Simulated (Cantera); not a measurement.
Cantera run, input and output.

```python
import numpy as np
import cantera as ct

gas = ct.Solution("gri30.yaml")
gas.TPX = 350, 13000, {'CH4': 1, 'C2H6': 0.65, 'O2': 2.85, 'N2': 10.7}
flame = ct.FreeFlame(gas, width=0.17)
flame.set_refine_criteria(ratio=3, slope=0.08, curve=0.16)
flame.transport_model = "mixture-averaged"
flame.solve(loglevel=0, auto=True)
flame.transport_model = "multicomponent"
flame.soret_enabled = True
flame.solve(loglevel=0, refine_grid=True)
z, T = flame.grid, flame.T
thick = (T[-1] - T[0]) / np.gradient(T, z).max()
show = ['CH4', 'C2H6', 'O2', 'C2H4', 'OH', 'HO2']
print(f"laminar burning velocity  {flame.velocity[0] * 100:.3f} cm/s")
print(f"burnt temperature         {T[-1]:.1f} K")
print(f"thermal thickness         {thick * 1e3:.4f} mm")
print(f"grid points               {len(z)}")
z0 = z[flame.heat_release_rate.argmax()]
print(f"{'z/mm':>9s}{'T/K':>9s}{'u/(m/s)':>9s}" + "".join(f"{s:>11s}" for s in show))
rows = []
for k in (-3, -2, -1.5, -1, -0.5, -0.25, 0, 0.25, 0.5, 1, 2, 4, 8):
    zz = z0 + k * thick
    rows.append([k * thick, np.interp(zz, z, T), np.interp(zz, z, flame.velocity),
                 *(np.interp(zz, z, flame.X[gas.species_index(s)]) for s in show)])
    print(f"{rows[-1][0] * 1e3:9.3f}{rows[-1][1]:9.1f}{rows[-1][2]:9.3f}" + "".join(f"{x:11.3e}" for x in rows[-1][3:]))
```

It prints:

```
laminar burning velocity  35.932 cm/s
burnt temperature         1942.5 K
thermal thickness         3.8381 mm
grid points               147
     z/mm      T/K  u/(m/s)        CH4       C2H6         O2       C2H4         OH        HO2
  -11.514    350.2    0.360  6.564e-02  4.269e-02  1.871e-01  1.945e-07  6.500e-15  4.246e-08
   -7.676    352.4    0.364  6.521e-02  4.256e-02  1.864e-01  3.289e-06  9.121e-13  5.056e-07
   -5.757    364.4    0.378  6.408e-02  4.239e-02  1.850e-01  2.960e-05  4.485e-11  3.409e-06
   -3.838    462.4    0.486  5.917e-02  4.121e-02  1.768e-01  4.340e-04  3.156e-08  3.906e-05
   -1.919    937.8    1.022  4.283e-02  2.753e-02  1.299e-01  3.919e-03  9.496e-06  1.415e-04
   -0.960   1324.2    1.485  2.777e-02  1.108e-02  8.400e-02  5.997e-03  7.732e-05  1.179e-04
    0.000   1662.9    1.908  1.047e-02  7.613e-04  3.723e-02  2.924e-03  4.733e-04  4.130e-05
    0.960   1833.6    2.120  2.047e-03  8.744e-06  1.162e-02  3.320e-04  1.036e-03  4.565e-06
    1.919   1889.9    2.185  3.766e-04  2.479e-07  3.198e-03  2.156e-05  1.256e-03  4.382e-07
    3.838   1914.8    2.209  2.783e-05  1.594e-09  3.066e-04  1.570e-07  1.253e-03  2.389e-08
    7.676   1922.3    2.215  1.373e-06  4.414e-12  7.207e-05  2.055e-09  1.175e-03  8.091e-09
   15.352   1926.6    2.219  1.946e-08  7.165e-16  5.988e-05  2.385e-11  1.097e-03  6.955e-09
   30.705   1932.3    2.224  4.659e-11  2.390e-17  4.723e-05  5.153e-14  9.820e-04  5.673e-09
```

Computed with Cantera and GRI-Mech 3.0 (53 species, 325 reactions). Burning velocities carry a grid error of a few per cent, more on coarse grids.
